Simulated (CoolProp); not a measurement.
Vapour-liquid equilibrium of n-octane (1) + m-xylene (2) at 745 kPa; x and y are mole fractions of (1).

Computed with CoolProp (multi-fluid Helmholtz-energy mixture model, Beckmüller 2019 and Zhou 2012; pair parameters Bell 2016).

Q: Give the bubble temperature and the first vapour's composition at x = 0.35, 0.45, 0.65. Is there an azeotrope?

A: x = 0.35: 499.0 K, y = 0.404; x = 0.45: 497.3 K, y = 0.505; x = 0.65: 494.3 K, y = 0.694. No azeotrope shows between x = 0.05 and 0.95.

Pair parameters are fitted to limited data, so mixtures are less certain than the pure fluids.
